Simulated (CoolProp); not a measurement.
Propylene glycol along the isotherm 620 K: density (kg/m³) from the reference equation and from simpler models built on Tc = 674.0 K, pc = 7.292 MPa, ω = 0.327; each cubic takes its own stable root.

The numbers come from the reference Helmholtz-energy equation of state, Eisenbach 2021 in CoolProp.

| p (MPa) | phase | reference | Soave-Redlich-Kwong | Peng-Robinson |
|---|---|---|---|---|
| 0.841 | gas | 13.13 | 13.13 | 13.19 |
| 1.68 | gas | 28.06 | 27.97 | 28.27 |
| 2.52 | gas | 45.81 | 45.37 | 46.15 |
| 3.37 | liquid | 668.5 | 67.19 | 68.87 |
| 4.21 | liquid | 673.4 | 597.3 | 676.1 |
| 5.05 | liquid | 678.1 | 608.0 | 687.3 |
| 5.89 | liquid | 682.4 | 617.5 | 697.4 |
| 6.73 | liquid | 686.5 | 626.1 | 706.5 |
| 7.57 | liquid | 690.4 | 633.9 | 714.9 |
| 8.41 | liquid | 694.1 | 641.2 | 722.7 |
| 9.25 | liquid | 697.6 | 648.0 | 730.0 |
| 10.1 | liquid | 701.0 | 654.4 | 736.9 |
| 10.9 | liquid | 704.1 | 660.1 | 743.0 |

At some of these states Soave-Redlich-Kwong, Peng-Robinson gives the other phase, because its saturation line lies elsewhere.
